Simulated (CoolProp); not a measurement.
The fluid at 293.15 K and 10.2 MPa is compressed adiabatically to 29.9 MPa with isentropic efficiency 0.75. The same conditions are run with several fluids, on thermodynamics alone (safety and materials aside).

Computed with CoolProp (reference Helmholtz-energy equation of state of each fluid (C2F6 (R116): Lemmon 2006; CF4 (R14): Platzer 1990; normal hydrogen: Leachman 2009; oxygen: Schmidt 1985)). The equations of Platzer and Polt are older, rougher fits.

| fluid | work (kJ/kg) | final temperature (K) | final density (kg/m³) |
|---|---|---|---|
| C2F6 (R116) | (withheld) | (withheld) | 1330 |
| CF4 (R14) | 35.7 | 350.1 | (withheld) |
| normal hydrogen | (withheld) | 436.5 | 14.7 |
| oxygen | 128 | 429.4 | (withheld) |

Task: Some entries are withheld; supply them.

Result: 
- C2F6 (R116), work (kJ/kg): 20.6
- C2F6 (R116), final temperature (K): 312.2
- CF4 (R14), final density (kg/m³): 853
- normal hydrogen, work (kJ/kg): 2240
- oxygen, final density (kg/m³): 249

Above 300 K oxygen's equation is extrapolated.
